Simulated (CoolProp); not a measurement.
Properties of benzene along the isobar 111 bar (Tc = 562.0 K, pc = 49.06 bar, ω = 0.211).

Model: reference Helmholtz-energy equation of state, Thol 2012, in CoolProp.

```csv
T (K),phase,density (kg/m³),cv (kJ/(kg K)),speed of sound (m/s),Joule-Thomson coefficient (K/MPa),expansivity (1/kK)
318.2,liquid,862.1,1.273,1266,-0.4088,1.175
337.7,liquid,842.3,1.329,1183,-0.3819,1.214
357.2,liquid,822.2,1.386,1104,-0.3527,1.262
376.7,liquid,801.8,1.444,1028,-0.3207,1.320
396.2,liquid,780.9,1.501,955.6,-0.2854,1.388
415.7,liquid,759.5,1.558,885.8,?,1.470
435.2,liquid,737.3,?,818.0,?,1.569
454.8,liquid,714.2,1.668,751.5,-0.1455,1.691
474.3,liquid,690.0,1.722,686.3,?,1.845
493.8,liquid,664.4,1.774,621.7,0.005341,2.042
513.3,liquid,636.9,1.826,557.3,0.1167,2.304
532.8,liquid,606.9,1.876,492.9,?,2.661
552.3,liquid,573.6,1.927,428.8,0.4894,3.164
571.8,supercritical,535.7,1.977,366.1,0.8161,3.886
591.3,supercritical,491.9,2.028,307.7,1.311,4.916
```

Question: What belongs in the gaps?

Answer: 
- 415.7, Joule-Thomson coefficient (K/MPa): -0.2458
- 435.2, cv (kJ/(kg K)): 1.614
- 435.2, Joule-Thomson coefficient (K/MPa): -0.2001
- 474.3, Joule-Thomson coefficient (K/MPa): -0.07905
- 532.8, Joule-Thomson coefficient (K/MPa): 0.2698
